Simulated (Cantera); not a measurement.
Cantera with NASA thermochemical tables; ideal gases at 1 bar, condensed phases pure. Values are per mole of reaction as written; species without (g) are pure solids or liquids, kept so even where they would boil at 1 bar.

CS2(g) + 2 Ni ⇌ C + 2 NiS

| T (K) | ΔH° (kJ) | ΔS° (J/K) | ΔG° (kJ) | log10 K | condensed phases |
|---|---|---|---|---|---|
| 300 | -292.7 | -186.0 | -236.9 | 41.24 | Ni(s), C(graphite), NiS(s) |
| 2148 | -202.4 | -98.4 | 9.0 | -0.22 | Ni(l), C(graphite), NiS(l) |
| 2173 | ? | ? | ? | ? | Ni(l), C(graphite), NiS(l) |
| 2198 | -200.5 | -97.6 | 13.9 | -0.33 | Ni(l), C(graphite), NiS(l) |
| 2223 | -199.6 | -97.1 | 16.3 | -0.38 | Ni(l), C(graphite), NiS(l) |
| 2248 | -198.6 | -96.7 | 18.8 | -0.44 | Ni(l), C(graphite), NiS(l) |
| 2273 | ? | ? | ? | ? | Ni(l), C(graphite), NiS(l) |
| 2298 | ? | ? | ? | ? | Ni(l), C(graphite), NiS(l) |
| 2323 | -195.8 | -95.4 | 26.0 | -0.58 | Ni(l), C(graphite), NiS(l) |
| 2348 | ? | ? | ? | ? | Ni(l), C(graphite), NiS(l) |

### Question
What belongs in the gaps?

### Answer

- 2173, ΔH° (kJ): -201.5
- 2173, ΔS° (J/K): -98.0
- 2173, ΔG° (kJ): 11.5
- 2173, log10 K: -0.28
- 2273, ΔH° (kJ): -197.7
- 2273, ΔS° (J/K): -96.3
- 2273, ΔG° (kJ): 21.2
- 2273, log10 K: -0.49
- 2298, ΔH° (kJ): -196.7
- 2298, ΔS° (J/K): -95.9
- 2298, ΔG° (kJ): 23.6
- 2298, log10 K: -0.54
- 2348, ΔH° (kJ): -194.8
- 2348, ΔS° (J/K): -95.0
- 2348, ΔG° (kJ): 28.3
- 2348, log10 K: -0.63
